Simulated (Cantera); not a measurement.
A perfectly stirred reactor is fed with CH₄ : O₂ : N₂ = 1 : 3.77 : 14.2 (molar parts), equivalence ratio 0.53, at 0.592 atm; it is adiabatic with a 425 K inlet, and is followed from long to short residence time, starting on the burning branch (τ in s: 0.4, 0.094, 0.022, 0.0051, 0.0012, 0.00027, 6.4e-05, 1.5e-05, 3.4e-06).

Cantera simulation using GRI-Mech 3.0 (53 species, 325 reactions); the numbers are that mechanism's predictions, not measurements.

### Question
What does this change do: pressure from 0.592 atm to 9.28 atm?

### Answer
```json
[
 {"quantity": "blow-out, bracketed by the residence times tried", "before": "burning at 1.20 ms, out at 0.270 ms", "after": "burning at 1.20 ms, out at 0.270 ms"},
 {"quantity": "x(CH₄) at τ = 0.400 s", "before": "7.96e-6", "after": "3.43e-6"},
 {"quantity": "x(O₂) at τ = 0.400 s", "before": "0.0932", "after": "0.0933"},
 {"quantity": "x(H) at τ = 0.400 s", "before": "6.92e-6", "after": "7.55e-8"},
 {"quantity": "x(NO) at τ = 0.400 s", "before": "5.87e-6", "after": "2.98e-6"},
 {"quantity": "x(O) at τ = 0.400 s", "before": "8.38e-5", "after": "3.25e-6"},
 {"quantity": "x(CH₄) at τ = 1.20 ms", "before": "0.000427", "after": "0.000550"},
 {"quantity": "x(O₂) at τ = 1.20 ms", "before": "0.0971", "after": "0.0972"},
 {"quantity": "x(H) at τ = 1.20 ms", "before": "0.00110", "after": "1.03e-5"},
 {"quantity": "x(NO) at τ = 1.20 ms", "before": "2.16e-6", "after": "5.27e-7"},
 {"quantity": "x(O) at τ = 1.20 ms", "before": "0.00207", "after": "3.83e-5"}
]
```
